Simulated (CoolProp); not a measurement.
Nitrogen at 298.15 K and 7.6 MPa is throttled through a valve to 1.75 MPa with no heat exchange. Each further row changes one setting.

The numbers come from the reference Helmholtz-energy equation of state, Span 2000 in CoolProp.

```
case                       temperature change (K)  final density (kg/m³)
-------------------------  ----------------------  ---------------------
as stated                              (withheld)             (withheld)
outlet pressure 0.525 MPa              (withheld)                   6.23
outlet pressure 2.27 MPa                     -9.8             (withheld)
```

Some entries are withheld; supply them.


- as stated, temperature change (K): -11.0
- as stated, final density (kg/m³): 20.6
- outlet pressure 0.525 MPa, temperature change (K): -13.7
- outlet pressure 2.27 MPa, final density (kg/m³): 26.7
